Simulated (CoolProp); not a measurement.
Vapour pressure (bar) of n-perfluorohexane: the reference equation beside estimates from Tc = 174.9 °C, pc = 17.42 bar, ω = 0.497.

The numbers come from the reference Helmholtz-energy equation of state, Gao 2022 in CoolProp.

| T (°C) | reference | Soave-Redlich-Kwong | Peng-Robinson |
|---|---|---|---|
| -55.05 | 0.001553 | 0.001651 | 0.001920 |
| -37.65 | 0.007160 | 0.007369 | 0.008204 |
| -20.15 | 0.02563 | 0.02588 | 0.02787 |
| -2.65 | 0.07467 | 0.07470 | 0.07840 |
| 14.75 | 0.1840 | 0.1834 | 0.1888 |
| 32.25 | 0.4002 | 0.3993 | 0.4051 |
| 49.65 | 0.7809 | 0.7819 | 0.7848 |
| 67.15 | 1.406 | 1.415 | 1.409 |
| 84.55 | 2.355 | 2.383 | 2.363 |
| 102.05 | 3.739 | 3.807 | 3.764 |

Absolute difference from the reference over all 10 rows, mean and median: Soave-Redlich-Kwong 1.5 and 0.8 %, Peng-Robinson 5.8 and 1.9 %.
